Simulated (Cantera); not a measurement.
Charge: 1 mol B, a varied amount of H₂O, 0.85 mol H₂, at 0.0133 bar.

These are equilibrium values from Cantera (NASA tables, ideal gas, pure condensed phases), not measurements of a reactor. Candidate condensed phases: B, B₂O₃, B₃O₃H₃, H₂O; 23 gas species. Mutual solubility and eutectic melting of coexisting phases are not modelled. Gases not in the tables: H₃BO₃. Kinetics and transport are ignored.

Task: What condenses at these points (T in °C, n(H₂O) in mol): (850, 2.6); (1650, 1.2); (1650, 0.52); (1350, 0.78); (1650, 2.6); (1550, 0.23)?

Result: 
```json
[
 {"T (°C)": "850", "n(H₂O) in mol": "2.6", "condensed phases": "B₂O₃", "B condensed (%)": "99.2"},
 {"T (°C)": "1650", "n(H₂O) in mol": "1.2", "condensed phases": "gas only", "B condensed (%)": "0.0"},
 {"T (°C)": "1650", "n(H₂O) in mol": "0.52", "condensed phases": "B", "B condensed (%)": "48.7"},
 {"T (°C)": "1350", "n(H₂O) in mol": "0.78", "condensed phases": "B + B₂O₃", "B condensed (%)": "51.9"},
 {"T (°C)": "1650", "n(H₂O) in mol": "2.6", "condensed phases": "gas only", "B condensed (%)": "0.0"},
 {"T (°C)": "1550", "n(H₂O) in mol": "0.23", "condensed phases": "B", "B condensed (%)": "77.4"}
]
```
